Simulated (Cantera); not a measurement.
Cantera run, input and output.

```python
import numpy as np
import cantera as ct

gas = ct.Solution("gri30.yaml")
gas.TPX = 625, 100000, {'CH4': 1, 'O2': 4.55, 'N2': 17.1, 'H2O': 0.54}
inlet = ct.Reservoir(gas, clone=True)
gas.equilibrate("HP")  # start burning
reactor = ct.IdealGasConstPressureReactor(gas, energy="on", clone=False)
exhaust = ct.Reservoir(gas, clone=True)
tau = [0.032, 0.016, 0.0076, 0.0037, 0.0018, 0.00089, 0.00044, 0.00021, 0.0001, 5.1e-05, 2.5e-05][0]
for a, b in ((inlet, reactor), (reactor, exhaust)):
    ct.MassFlowController(a, b, mdot=lambda t: reactor.mass / tau)
net = ct.ReactorNet([reactor])
show = ['CH4', 'O2', 'CH3', 'HCN', 'CH2CO']

rows = []
print(f"{'tau/s':>10s}{'T/K':>9s}" + "".join(f"{s:>11s}" for s in show))
for tau in [0.032, 0.016, 0.0076, 0.0037, 0.0018, 0.00089, 0.00044, 0.00021, 0.0001, 5.1e-05, 2.5e-05]:
    net.initial_time = 0.0
    net.advance(30 * tau)
    before = gas.X
    net.advance(40 * tau)
    drift = np.max(np.abs(gas.X - before) / (gas.X + 1e-9))
    rows.append([gas.T, *gas[show].X, drift])
    print(f"{tau:10.3e}{gas.T:9.1f}" + "".join(f"{x:11.3e}" for x in gas[show].X))
```

Output:

```
     tau/s      T/K        CH4         O2        CH3        HCN      CH2CO
 3.200e-02   1592.2  3.636e-05  1.100e-01  5.404e-06  1.704e-09  8.361e-09
 1.600e-02   1587.2  5.694e-05  1.101e-01  7.952e-06  2.158e-09  1.424e-08
 7.600e-03   1578.7  9.305e-05  1.104e-01  1.199e-05  2.988e-09  2.488e-08
 3.700e-03   1565.8  1.526e-04  1.108e-01  1.795e-05  4.482e-09  4.335e-08
 1.800e-03   1545.2  2.609e-04  1.118e-01  2.759e-05  7.218e-09  8.140e-08
 8.900e-04   1511.9  4.834e-04  1.136e-01  4.501e-05  1.188e-08  1.820e-07
 4.400e-04   1437.8  1.328e-03  1.189e-01  1.004e-04  1.912e-08  9.392e-07
 2.100e-04    625.0  4.312e-02  1.962e-01  5.154e-17 -3.022e-22 -1.715e-19
 1.000e-04    625.0  4.312e-02  1.962e-01  2.468e-17 -1.247e-25 -7.074e-23
 5.100e-05    625.0  4.312e-02  1.962e-01  1.292e-17 -3.456e-27 -1.961e-24
 2.500e-05    625.0  4.312e-02  1.962e-01  6.457e-18 -1.480e-28 -8.398e-26
```

Detailed kinetics in Cantera: GRI-Mech 3.0 (53 species, 325 reactions).
